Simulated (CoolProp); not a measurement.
Properties of n-hexane along the isobar 5620 kPa (Tc = 507.8 K, pc = 3044 kPa, ω = 0.300).

The numbers come from the reference Helmholtz-energy equation of state, Thol 2019 in CoolProp.

```tsv
T (K)	phase	cv (kJ/(kg K))	speed of sound (m/s)	isothermal compressibility (1/MPa)	expansivity (1/kK)
235.2	liquid	1.574	1404	0.0009261	1.158
243.3	liquid	1.592	1367	0.0009855	1.173
251.3	liquid	1.612	1330	0.001049	1.188
259.3	liquid	1.634	1294	0.001117	1.205
267.4	liquid	1.657	1257	0.001192	1.223
275.4	liquid	1.682	1222	0.001273	1.243
283.4	liquid	1.708	1186	0.001360	1.264
291.5	liquid	1.735	1151	0.001457	1.287
299.5	liquid	1.764	1117	0.001561	1.312
307.5	liquid	1.793	1083	0.001675	1.338
315.6	liquid	1.823	1049	0.001801	1.368
323.6	liquid	1.854	1015	0.001939	1.399
331.6	liquid	1.885	982.3	0.002091	1.432
```
